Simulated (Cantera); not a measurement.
Feed: 1 mol BN, 0.75 mol O₂, 0.81 mol H₂, equilibrated at 1548 K and 3.00e-5 bar.

Cantera equilibrium calculation (NASA polynomials, part measured and part estimated; ideal gas, pure solids and liquids). Kinetics and transport are ignored.

```json
[
 {"species": "H₂", "before": "0.401", "after": "0.586"},
 {"species": "N₂", "before": "0.275", "after": "0.368"},
 {"species": "B₂O₃", "before": "0.218", "after": "0.0223"},
 {"species": "B₂O₂", "before": "0.0121", "after": "0.00161"},
 {"species": "HBO₂", "before": "0.0560", "after": "0.0120"},
 {"species": "HBO", "before": "0.0272", "after": "0.00893"},
 {"species": "BO₂", "before": "2.04e-5", "after": "1.34e-7"},
 {"species": "BO", "before": "0.00587", "after": "0.000163"},
 {"species": "H", "before": "0.00356", "after": "0.000323"},
 {"species": "H₂O", "before": "0.000603", "after": "0.000150"},
 {"species": "B₂O₃(l), mol", "before": "0", "after": "0.453"}
]
```
Gas species are given as mole fractions.

Problem. What was changed between the two runs?
A) H₂ from 0.81 to 5.3 mol
B) temperature from 1548 K to 1898 K
C) temperature from 1548 K to 1348 K
D) pressure from 3.00e-5 bar to 0.000200 bar

Solution. C, temperature from 1548 K to 1348 K
